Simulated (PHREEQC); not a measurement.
Solution (25 °C): 0.012 mol HF, 5e-05 mol CsF, 0.0026 mol (NH4)2SiF6 and 0.051 mol HCl per kg of water. Closed to the air; pH follows from the charge balance.

Computed with PHREEQC (ion-association model, wateq4f.dat).

Precipitation was switched off in this run.

Task: What pH does the model give?

Result: pH 1.36.

Task: In which forms is F present?

Result: SiF6-2 56 %, HF 40 %, H2F2 2.4 %, F- 0.8 % of the F.

SiF6-2 is the database's only silicon fluoride.
